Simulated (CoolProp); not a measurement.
Vapour pressure (bar) of C3F8 (R218): the reference equation beside estimates from Tc = 345.0 K, pc = 26.40 bar, ω = 0.317. Clausius-Clapeyron is anchored at 220.3 K with a constant enthalpy of vaporisation of 20.83 kJ/mol.

Values from CoolProp's reference Helmholtz-energy equation of state, Lemmon 2006. It is a short technical equation, of lower accuracy than the large ones.

```json
[
 {"T (K)": "203.9", "reference": "0.1759", "Lee-Kesler": "0.1722", "Clausius-Clapeyron": "0.1843", "van der Waals": "2.100", "Soave-Redlich-Kwong": "0.1741"},
 {"T (K)": "212.1", "reference": "0.2908", "Lee-Kesler": "0.2864", "Clausius-Clapeyron": "0.2963", "van der Waals": "2.635", "Soave-Redlich-Kwong": "0.2883"},
 {"T (K)": "220.3", "reference": "0.4600", "Lee-Kesler": "0.4554", "Clausius-Clapeyron": "0.4600", "van der Waals": "3.255", "Soave-Redlich-Kwong": "0.4570"},
 {"T (K)": "228.6", "reference": "0.7032", "Lee-Kesler": "0.6994", "Clausius-Clapeyron": "0.6951", "van der Waals": "3.975", "Soave-Redlich-Kwong": "0.7001"},
 {"T (K)": "236.8", "reference": "1.034", "Lee-Kesler": "1.032", "Clausius-Clapeyron": "1.016", "van der Waals": "4.783", "Soave-Redlich-Kwong": "1.031"},
 {"T (K)": "245", "reference": "1.474", "Lee-Kesler": "1.476", "Clausius-Clapeyron": "1.448", "van der Waals": "5.692", "Soave-Redlich-Kwong": "1.474"},
 {"T (K)": "253.3", "reference": "2.055", "Lee-Kesler": "2.062", "Clausius-Clapeyron": "2.024", "van der Waals": "6.719", "Soave-Redlich-Kwong": "2.061"},
 {"T (K)": "261.5", "reference": "2.786", "Lee-Kesler": "2.799", "Clausius-Clapeyron": "2.759", "van der Waals": "7.846", "Soave-Redlich-Kwong": "2.802"},
 {"T (K)": "269.7", "reference": "3.700", "Lee-Kesler": "3.720", "Clausius-Clapeyron": "3.693", "van der Waals": "9.086", "Soave-Redlich-Kwong": "3.730"},
 {"T (K)": "278", "reference": "4.837", "Lee-Kesler": "4.865", "Clausius-Clapeyron": "4.873", "van der Waals": "10.46", "Soave-Redlich-Kwong": "4.890"}
]
```

Absolute difference from the reference over all 10 rows, mean and median: Lee-Kesler 0.7 and 0.5 %, Clausius-Clapeyron 1.5 and 1.3 %, van der Waals 429.2 and 324.4 %, Soave-Redlich-Kwong 0.6 and 0.6 %.
